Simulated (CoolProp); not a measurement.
Properties of dodecamethylpentasiloxane (MD3M) along the isobar 48.6 bar (Tc = 354.9 °C, pc = 9.540 bar, ω = 0.730).

Values from CoolProp's reference Helmholtz-energy equation of state, Thol 2019.

```json
[
 {"T (°C)": "-3.15", "phase": "liquid", "density (kg/m³)": "902.3", "cv (kJ/(kg K))": "1.351", "Joule-Thomson coefficient (K/MPa)": "-0.4898", "isothermal compressibility (1/MPa)": "0.001167", "expansivity (1/kK)": "1.039", "fugacity coefficient": "1.761e-7"},
 {"T (°C)": "11.75", "phase": "liquid", "density (kg/m³)": "888.4", "cv (kJ/(kg K))": "1.396", "Joule-Thomson coefficient (K/MPa)": "-0.4732", "isothermal compressibility (1/MPa)": "0.001292", "expansivity (1/kK)": "1.048", "fugacity coefficient": "8.934e-7"},
 {"T (°C)": "26.55", "phase": "liquid", "density (kg/m³)": "874.7", "cv (kJ/(kg K))": "1.439", "Joule-Thomson coefficient (K/MPa)": "-0.4574", "isothermal compressibility (1/MPa)": "0.001430", "expansivity (1/kK)": "1.058", "fugacity coefficient": "3.663e-6"},
 {"T (°C)": "41.45", "phase": "liquid", "density (kg/m³)": "860.9", "cv (kJ/(kg K))": "1.479", "Joule-Thomson coefficient (K/MPa)": "-0.4419", "isothermal compressibility (1/MPa)": "0.001587", "expansivity (1/kK)": "1.071", "fugacity coefficient": "1.278e-5"},
 {"T (°C)": "56.35", "phase": "liquid", "density (kg/m³)": "847.2", "cv (kJ/(kg K))": "1.517", "Joule-Thomson coefficient (K/MPa)": "-0.4264", "isothermal compressibility (1/MPa)": "0.001764", "expansivity (1/kK)": "1.086", "fugacity coefficient": "3.852e-5"},
 {"T (°C)": "71.15", "phase": "liquid", "density (kg/m³)": "833.6", "cv (kJ/(kg K))": "1.553", "Joule-Thomson coefficient (K/MPa)": "-0.4109", "isothermal compressibility (1/MPa)": "0.001963", "expansivity (1/kK)": "1.104", "fugacity coefficient": "0.0001019"},
 {"T (°C)": "86.05", "phase": "liquid", "density (kg/m³)": "819.8", "cv (kJ/(kg K))": "1.589", "Joule-Thomson coefficient (K/MPa)": "-0.3949", "isothermal compressibility (1/MPa)": "0.002189", "expansivity (1/kK)": "1.124", "fugacity coefficient": "0.0002437"},
 {"T (°C)": "100.95", "phase": "liquid", "density (kg/m³)": "806.1", "cv (kJ/(kg K))": "1.623", "Joule-Thomson coefficient (K/MPa)": "-0.3783", "isothermal compressibility (1/MPa)": "0.002447", "expansivity (1/kK)": "1.146", "fugacity coefficient": "0.0005311"}
]
```
